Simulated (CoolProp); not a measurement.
n-butane along the isobar 12 MPa: fugacity coefficient from the reference equation and from simpler models built on Tc = 425.1 K, pc = 3.796 MPa, ω = 0.201; each cubic takes its own stable root.

Model: reference Helmholtz-energy equation of state, Bücker 2006, in CoolProp.

| T (K) | phase | reference |
|---|---|---|
| 166.8 | liquid | 1.361e-5 |
| 189.8 | liquid | 0.0001322 |
| 212.9 | liquid | 0.0007386 |
| 236 | liquid | 0.002793 |
| 259.1 | liquid | 0.007987 |
| 282.2 | liquid | 0.01857 |
| 305.3 | liquid | 0.03691 |
| 328.3 | liquid | 0.06479 |
| 351.4 | liquid | 0.1036 |
| 374.5 | liquid | 0.1532 |
| 397.6 | liquid | 0.2125 |
| 420.7 | liquid | 0.2796 |
| 443.8 | supercritical | 0.3516 |

How far does each simpler model (van der Waals, Redlich-Kwong, Soave-Redlich-Kwong, Peng-Robinson) lie from the reference over these 13 states: mean and median of the absolute difference, and the worst?


- van der Waals: mean 3501.0 %, median 232.4 %, worst +31744.2 % at 166.8 K and 12 MPa
- Redlich-Kwong: mean 45.5 %, median 39.6 %, worst +95.1 % at 189.8 K and 12 MPa
- Soave-Redlich-Kwong: mean 3.6 %, median 4.3 %, worst +6.2 % at 397.6 K and 12 MPa
- Peng-Robinson: mean 2.7 %, median 1.8 %, worst +11.3 % at 166.8 K and 12 MPa
